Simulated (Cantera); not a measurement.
Feed: 1 mol SiH2Cl2, 2.6 mol O3, 39 mol H2, held at 75.0 Torr.

These are equilibrium values from Cantera (NASA tables, ideal gas, pure condensed phases), not measurements of a reactor. Candidate condensed phases: H2O, Si, SiO2; 30 gas species. The tables hold silica as quartz up to 1696 K and as liquid above; real silica turns to tridymite and cristobalite and melts near 1996 K. Gases not in the tables: Si(OH)4. Equilibrium is a limit: real reactors are often held back by kinetics, nucleation or transport. All values below are at 1825 K.

Base state: H2 0.808, H2O 0.142, HCl 0.0487, H 0.00125, SiO 0.000203, Cl 5.75e-5, OH 1.53e-5 (mole fractions); condensed: SiO2(condensed).

Q: What changes in the equilibrium state with this change: pressure from 75.0 Torr to 173 Torr?

A: 
```tsv
species	before	after
H2	0.808	0.809
H2O	0.142	0.141
HCl	0.0487	0.0487
H	0.00125	0.000826
SiO	0.000203	8.82e-5
OH	1.53e-5	1.01e-5
Cl	5.75e-5	3.79e-5
SiO2(condensed), mol	0.992	0.996
```
